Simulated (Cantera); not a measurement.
Feed: 1 mol SiC, 2.6 mol H2O, 910 mol N2, at 1723 K and 1.20 Pa.

Method: chemical equilibrium by Gibbs-energy minimisation in Cantera with the NASA 1993 tables (ideal gas, pure condensed phases). Equilibrium is a limit: real reactors are often held back by kinetics, nucleation or transport.

```tsv
species	before	after
N2	0.994	0.992
H	0.00196	0.00558
SiO	0.00109	0.00109
H2	0.00139	3.85e-5
H2O	0.000456	3.39e-7
CO2	9.35e-5	1.94e-6
O	3.97e-5	0.000604
OH	3.53e-5	5.85e-6
NO	1.87e-5	3.67e-5
CO	0.000999	0.00109
```
Gas species are given as mole fractions.

Question: Name the change that produced these shifts.
(A) temperature from 1723 K to 2100 K
(B) temperature from 1723 K to 1348 K
(C) temperature from 1723 K to 1373.15 K
(D) H2O from 2.6 to 0.0045 mol

Answer: A, temperature from 1723 K to 2100 K
